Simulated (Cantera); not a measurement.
# Fluorocarbon and chlorocarbon gases: CH2F2 + HCl + H2

Feed: 1 mol CH2F2, 1.3 mol HCl, 16 mol H2, equilibrated at 3098.15 K.

Equilibrium computed with Cantera from the NASA thermochemical tables; the gas is ideal and each condensed phase is pure. Candidate condensed phases: C, C6H6, C7H8, C8H18; 118 gas species. Rates play no part.

```tsv
P (Pa)	x H	x H2	x HF	x HCl	x F	x Cl	x C	x C2H2 (acetylene)
1	0.891	0.000178	0.00133	9.68e-6	0.0492	0.0329	0.0252	5.90e-11
10	0.889	0.00177	0.0109	9.74e-5	0.0402	0.0332	0.0246	5.59e-8
100	0.874	0.0171	0.0388	0.000979	0.0146	0.0339	0.0167	2.49e-5
1000	0.756	0.128	0.0587	0.00797	0.00255	0.0319	0.00492	0.00162
10000	0.432	0.417	0.0790	0.0304	0.000601	0.0213	0.000771	0.0130
100000	0.171	0.651	0.0940	0.0520	0.000181	0.00922	7.90e-5	0.0212
```
x: gas mole fraction; nothing condenses.

From 0.00750 Torr to 750 Torr nothing is condensed. The main C-bearing gas is C at 0.00750 Torr and C2H2 (acetylene) at 750 Torr.
